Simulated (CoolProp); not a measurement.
Model: reference Helmholtz-energy equation of state, Platzer 1990, in CoolProp. This equation is an older, rougher fit; its heat capacities, sound speeds and derivatives of the liquid may be far off and weren't checked against measurements.

**Question.** Give the vapour pressure (MPa), liquid density (kg/m³), vapour density (kg/m³), enthalpy of vaporisation (kJ/kg) of saturated c-C4F8 (RC318) at -6.25 °C.

**Answer.** 
| T (°C) | p (MPa) | liquid density (kg/m³) | vapour density (kg/m³) | enthalpy of vaporisation (kJ/kg) |
|---|---|---|---|---|
| -6.25 | 0.100 | 1620 | 9.44 | 117 |
